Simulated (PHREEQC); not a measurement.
**Copper plating or etch bath: speciation**

Consider water at 25 °C with 23 mmol/kgw CuCl2, 19.8 mmol/kgw HBF4 and 79 mmol/kgw NaCl. It is in equilibrium with CO2 at log p = -2 (atm). Otherwise closed; pH follows from the charge balance.

All values are PHREEQC results (ion-association model, phreeqc.dat), not measurements.

```
Quantity                 Result
----------------  -------------
pH                         1.82
ionic strength    0.162 mol/kgw
density             1.005 g/cm³
total alkalinity   -79.2 meq/kg
```

| species | molality | activity | log γ |
|---|---|---|---|
| Cl- | 0.122 | 0.0896 | -0.136 |
| Na+ | 0.0790 | 0.0599 | -0.120 |
| Cu+2 | 0.0205 | 0.00715 | -0.458 |
| H+ | 0.0187 | 0.0151 | -0.094 |
| BF4- | 0.0172 | 0.0130 | -0.122 |
| HF | 0.00714 | 0.00741 | 0.016 |
| CuCl+ | 0.00235 | 0.00172 | -0.134 |
| H3BO3 | 0.00163 | 0.00169 | 0.016 |
| BF3OH- | 0.000848 | 0.000641 | -0.122 |

This is a speciation only: nothing precipitates in the calculation. Real BF4- forms and hydrolyses slowly; the run takes it at equilibrium.
